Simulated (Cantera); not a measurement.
A freely propagating, adiabatic, planar premixed flame of CH4 : H2 : O2 : N2 = 1 : 0.1 : 1.71 : 8 (molar parts), unburnt at 500 K and 0.450 bar; mixture-averaged transport, grid criteria slope 0.08 and curve 0.16, no radiation.

Model: GRI-Mech 3.0 (53 species, 325 reactions), integrated in Cantera. Burning velocities carry a grid error of a few per cent, more on coarse grids.

x: mole fraction of selected species; z is measured from the peak of heat release.

```
z (mm)       T (K)  u (m/s)       x CH4        x H2        x O2       x HCN        x OH       x HO2
------  ----------  -------  ----------  ----------  ----------  ----------  ----------  ----------
-2.61          500    0.767      0.0924      0.0103       0.158       <1e-8       <1e-8     5.70e-8
-1.74          502    0.772      0.0920      0.0125       0.158       <1e-8       <1e-8     1.04e-6
-1.30          512    0.790      0.0911      0.0153       0.157     1.06e-8     2.46e-8     6.26e-6
-0.869         589    0.914      0.0860      0.0209       0.151     1.53e-7     1.41e-6     4.32e-5
-0.434  (withheld)     1.57  (withheld)  (withheld)  (withheld)  (withheld)  (withheld)  (withheld)
-0.217        1372     2.19      0.0323      0.0342      0.0816     4.37e-6    0.000252     9.50e-5
0             1703     2.73     0.00828      0.0346      0.0405     8.64e-6     0.00140     5.17e-5
0.217         1844     2.96    0.000799      0.0299      0.0166     9.31e-6     0.00353     6.92e-6
0.434         1878     3.01     4.25e-5      0.0268     0.00799     5.59e-6     0.00474     1.58e-6
0.869         1901     3.04     1.26e-7      0.0263     0.00431     1.54e-6     0.00505     8.53e-7
1.74          1927     3.07       <1e-8      0.0267     0.00325     1.62e-7     0.00478     6.52e-7
3.48          1961     3.11       <1e-8      0.0263     0.00243       <1e-8     0.00427     4.87e-7
6.95          1998     3.17       <1e-8      0.0256  (withheld)       <1e-8  (withheld)  (withheld)
```

Fill in the missing entries.


- -0.434, T (K): 997
- -0.434, x CH4: 0.0595
- -0.434, x H2: 0.0299
- -0.434, x O2: 0.119
- -0.434, x HCN: 1.77e-6
- -0.434, x OH: 3.08e-5
- -0.434, x HO2: 6.89e-5
- 6.95, x O2: 0.00154
- 6.95, x OH: 0.00350
- 6.95, x HO2: 3.12e-7
